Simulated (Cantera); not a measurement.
Silicon nitride deposition: SiH4 + N2

Feed: 1 mol SiH4, 0.98 mol N2, at 1827 °C and 35000 Pa.

These are equilibrium values from Cantera (NASA tables, ideal gas, pure condensed phases), not measurements of a reactor. Candidate condensed phases: Si, Si3N4; 18 gas species. The tables' values for SiN are old estimates; treat these amounts as uncertain. Gases not in the tables: Si2H6 and higher silanes. Kinetics and transport are ignored.

| Property | Value |
|---|---|
| x(H2) | 0.667 |
| x(N2) | 0.328 |
| x(H) | 0.00430 |
| x(Si) | 0.000381 |
| x(SiH2) | 0.000122 |
| x(SiH) | 9.99e-5 |
| x(Si2N) | 3.22e-5 |
| x(SiN) | 2.68e-5 |
| x(Si2) | 4.97e-6 |
| n(Si(l)) | 0.998 mol |
| gas amount | 2.988 mol |
